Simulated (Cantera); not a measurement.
Feed: 1 mol Si, 0.021 mol O2, 160 mol N2, at 1575 K and 25.0 Pa.

Method: chemical equilibrium by Gibbs-energy minimisation in Cantera with the NASA 1993 tables (ideal gas, pure condensed phases). Candidate condensed phases: Si, SiO2, Si2N2O, Si3N4; 16 gas species. Rates play no part.

Base state: N2 1.000, SiO 0.000263, Si 0.000193 (mole fractions); condensed: Si3N4(s).

What changes in the equilibrium state with this change: 0.45 mol CO2 added?


```tsv
species	before	after
N2	1.000	0.994
SiO	0.000263	0.00459
CO	0	0.00126
Si	0.000193	8.21e-5
Si3N4(s), mol	0.308	0
SiC(s), mol	0	0.247
```
Further candidate phases: C, SiC.

What changes in the equilibrium state with this change: O2 from 0.021 to 0.31 mol?


```json
[
 {"species": "N2", "before": "1.000", "after": "0.996"},
 {"species": "SiO", "before": "0.000263", "after": "0.00386"},
 {"species": "Si", "before": "0.000193", "after": "0.000194"},
 {"species": "Si3N4(s), mol", "before": "0.308", "after": "0.116"}
]
```
